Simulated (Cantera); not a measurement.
## Hydrocarbon pyrolysis for carbon deposition

A perfectly stirred reactor is fed with 12.3 % C2H6, 87.7 % N2, at 1.01 bar; it is held at 1300 K, and followed from long to short residence time.

Computed with Cantera and GRI-Mech 3.0 (53 species, 325 reactions). GRI-Mech 3.0 stops at C3 and has no aromatics, soot or wall deposition, so with more carbon than oxygen in the feed, carbon stays in small species such as C2H2 where larger ones or solid carbon would form.

```
τ (s)     x C2H6    x CH3   x C2H2     x CH2  x C2H4      x H     x HCN
------  --------  -------  -------  --------  ------  -------  --------
2.8     0.000569  1.07e-5   0.0604  9.67e-11  0.0259  1.90e-6  1.30e-10
1.4     0.000820  1.23e-5   0.0596  1.40e-10  0.0281  2.45e-6  1.20e-10
0.71     0.00120  1.43e-5   0.0580  2.05e-10  0.0307  3.10e-6  1.13e-10
0.36     0.00182  1.70e-5   0.0554  3.03e-10  0.0341  3.85e-6  1.08e-10
0.18     0.00286  2.06e-5   0.0511  4.60e-10  0.0386  4.71e-6  1.05e-10
0.090    0.00464  2.57e-5   0.0450  7.07e-10  0.0443  5.59e-6  1.03e-10
0.045    0.00771  3.26e-5   0.0370   1.10e-9  0.0511  6.43e-6  1.03e-10
0.023     0.0129  4.19e-5   0.0280   1.69e-9  0.0572  7.06e-6  1.02e-10
0.011     0.0229  5.58e-5   0.0180   2.65e-9  0.0607  7.40e-6  9.81e-11
0.0057    0.0376  7.17e-5   0.0104   3.78e-9  0.0576  7.26e-6  9.17e-11
0.0028    0.0596  9.04e-5  0.00470   5.09e-9  0.0463  6.68e-6  8.26e-11
```
x: mole fraction; the columns are a selection and need not sum to one.
